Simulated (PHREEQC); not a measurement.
Consider water at 25 °C with 3.3 mmol/kgw CaSO4, 1.5 mmol/kgw Na2SO4 and 3.4 mmol/kgw MgSO4. Closed to the air; pH follows from the charge balance.

The numbers come from PHREEQC with the ion-association model, wateq4f.dat.

Q: The ionic strength comes out as 0.0232 mol/kgw. What activity coefficients do Na+, SO4-2, NaSO4-, Mg+2, Ca+2 get?

A: Na+ 0.86, SO4-2 0.56, NaSO4- 0.87, Mg+2 0.58, Ca+2 0.57.

No solid was allowed to form. Species that the database lacks are ignored.
